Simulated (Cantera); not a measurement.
**Silicon oxide and oxynitride deposition: TEOS + O3 + N2**

Feed: 1 mol TEOS, 6.4 mol O3, a varied amount of N2, at 1950 K and 0.100 bar.

Cantera equilibrium calculation (NASA polynomials, part measured and part estimated; ideal gas, pure solids and liquids). Candidate condensed phases: C, C6H6, C7H8, C8H18, H2O, Si, SiC, SiO2, Si2N2O, Si3N4; 151 gas species. The feed counts by its element totals alone. The tables hold silica as quartz up to 1696 K and as liquid above; real silica turns to tridymite and cristobalite and melts near 1996 K. Gases not in the tables: Si(OH)4. Kinetics and transport are ignored.

From 17 mol N2 to 160 mol N2 the condensed part is SiO2(condensed).

```tsv
n(N2) (mol)	log p N2	log p H2O	log p CO2	log p CO	log p H2	n SiO2(condensed)
17	-1.31	-1.61	-1.88	-2.02	-2.39	0.998
35	-1.18	-1.79	-2.06	-2.20	-2.57	0.997
54	-1.13	-1.93	-2.19	-2.33	-2.71	0.996
72	-1.10	-2.02	-2.29	-2.43	-2.80	0.995
91	-1.08	-2.11	-2.37	-2.51	-2.89	0.994
110	-1.07	-2.18	-2.44	-2.58	-2.96	0.993
130	-1.06	-2.24	-2.51	-2.64	-3.02	0.992
150	-1.05	-2.29	-2.56	-2.70	-3.07	0.991
160	-1.05	-2.32	-2.59	-2.72	-3.10	0.990
```
log p: log10 of the partial pressure in bar; n: condensed amount in mol.
